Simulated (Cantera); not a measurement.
A freely propagating, adiabatic, planar premixed flame of CH3OH : O2 : N2 = 1 : 1.07 : 4.03 (molar parts), equivalence ratio 1.4, unburnt at 323 K and 760 Torr; mixture-averaged transport, grid criteria slope 0.08 and curve 0.16, no radiation.

Computed with Cantera and GRI-Mech 3.0 (53 species, 325 reactions). GRI-Mech 3.0 was tuned for natural gas; its chemistry of methanol as a main component is partial and can be far from experiment. Burning velocities carry a grid error of a few per cent, more on coarse grids.

**Question.** How do the results move with these cheaper or finer settings: unity-Lewis-number transport; multicomponent transport; multicomponent+Soret transport; grid criteria slope 0.5, curve 1; grid criteria slope 0.25, curve 0.5; grid criteria slope 0.03, curve 0.06?

**Answer.** 
```
setting                               laminar burning velocity  thermal thickness  peak x(CH2CO)  peak x(HO2)  grid points
------------------------------------  ------------------------  -----------------  -------------  -----------  -----------
as above                                             54.8 cm/s           0.275 mm        1.56e-5      0.00282          131
unity-Lewis-number transport                         31.7 cm/s           0.437 mm        9.20e-6      0.00135          132
multicomponent transport                             54.7 cm/s           0.280 mm        1.57e-5      0.00281          131
multicomponent+Soret transport                       53.8 cm/s           0.280 mm        1.55e-5      0.00280          134
grid criteria slope 0.5, curve 1                     65.5 cm/s           0.295 mm        1.62e-5      0.00282           37
grid criteria slope 0.25, curve 0.5                  59.1 cm/s           0.280 mm        1.60e-5      0.00284           61
grid criteria slope 0.03, curve 0.06                 53.6 cm/s           0.273 mm        1.55e-5      0.00282          334
```
The base run took about 12 core-seconds (a rough figure).
Unity Lewis numbers drop preferential diffusion, which matters most where H2 and H carry the flame; Soret adds thermal diffusion.
